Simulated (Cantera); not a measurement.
Premixed flame

A freely propagating, adiabatic, planar premixed flame of CH4 : CO : O2 : N2 : H2 = 1 : 0.034 : 2.4 : 9.03 : 0.36 (molar parts), equivalence ratio 0.92, unburnt at 600 K and 10.0 bar; mixture-averaged transport, grid criteria slope 0.08 and curve 0.16, no radiation.

Model: GRI-Mech 3.0 (53 species, 325 reactions), integrated in Cantera. Burning velocities carry a grid error of a few per cent, more on coarse grids.

| z (mm) | T (K) | u (m/s) | x CH4 | x CO | x O2 | x H2 | x C2H6 | x HCN |
|---|---|---|---|---|---|---|---|---|
| -0.177 | 601 | 0.611 | 0.0780 | 0.00266 | 0.187 | 0.0272 | 4.35e-8 | <1e-8 |
| -0.118 | 607 | 0.617 | 0.0777 | 0.00275 | 0.187 | 0.0257 | 9.05e-7 | <1e-8 |
| -0.0885 | 625 | 0.634 | 0.0768 | 0.00303 | 0.186 | 0.0242 | 4.69e-6 | <1e-8 |
| -0.0590 | 712 | 0.723 | 0.0719 | 0.00465 | 0.180 | 0.0214 | 3.94e-5 | 7.10e-8 |
| -0.0295 | 1119 | 1.14 | 0.0491 | 0.0142 | 0.145 | 0.0172 | 0.000366 | 5.62e-7 |
| -0.0147 | 1523 | 1.56 | 0.0260 | 0.0252 | 0.105 | 0.0149 | 0.000524 | 1.28e-6 |
| 0 | 1921 | 1.97 | 0.00519 | 0.0337 | 0.0601 | 0.0115 | 6.05e-5 | 2.39e-6 |
| 0.0147 | 2107 | 2.15 | 0.000221 | 0.0272 | 0.0365 | 0.00725 | 1.23e-7 | 1.75e-6 |
| 0.0295 | 2188 | 2.23 | 5.07e-6 | 0.0189 | 0.0288 | 0.00540 | <1e-8 | 5.47e-7 |
| 0.0590 | 2273 | 2.30 | <1e-8 | 0.0115 | 0.0238 | 0.00393 | <1e-8 | 5.49e-8 |
| 0.118 | 2339 | 2.36 | <1e-8 | 0.00678 | 0.0206 | 0.00251 | <1e-8 | <1e-8 |
| 0.236 | 2372 | 2.39 | <1e-8 | 0.00433 | 0.0189 | 0.00167 | <1e-8 | <1e-8 |
| 0.472 | 2380 | 2.39 | <1e-8 | 0.00361 | 0.0185 | 0.00144 | <1e-8 | <1e-8 |
x: mole fraction of selected species; z is measured from the peak of heat release.

```json
{
  "laminar_burning_velocity": "61.1 cm/s",
  "thermal_thickness": "0.0590 mm",
  "peak x(C2H6)": "0.000548",
  "peak x(HCN)": "2.52e-6",
  "grid_points": "137"
}
```
